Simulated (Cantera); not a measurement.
**Sublimation and decomposition of ceramics: SiC + C + H₂**

Feed: 1 mol SiC, 0.014 mol C, 0.03 mol H₂, at 5.00 Pa.

Equilibrium computed with Cantera from the NASA thermochemical tables; the gas is ideal and each condensed phase is pure. Candidate condensed phases: C, C₆H₆, C₇H₈, C₈H₁₈, Si, SiC; 87 gas species. Equilibrium is a limit: real reactors are often held back by kinetics, nucleation or transport.

```tsv
T (K)	x Si	x SiC₂	x C₃	x H	x C	x C₂	x Si₂C	x H₂	n C(graphite)
2398	0.783	0.149	0.00190	0.0556	0.000771	0.000171	0.00833	0.000624	0.683
2448	0.762	0.170	0.00435	0.0557	0.00160	0.000397	0.00537	0.000392	0.632
2498	0.737	0.190	0.00964	0.0555	0.00324	0.000888	0.00346	0.000248	0.567
2548	0.704	0.209	0.0207	0.0547	0.00636	0.00192	0.00222	0.000156	0.476
2598	0.661	0.225	0.0430	0.0530	0.0122	0.00404	0.00138	9.70e-5	0.337
2648	0.598	0.232	0.0871	0.0497	0.0227	0.00825	0.000816	5.72e-5	0.0914
2698	0.591	0.197	0.114	0.0472	0.0361	0.0125	0.000505	3.51e-5	0
```
x: gas mole fraction; n: condensed amount in mol.

From 2398 K to 2648 K the condensed part is C(graphite). At 2698 K nothing is condensed. The main Si-bearing gas is Si throughout.
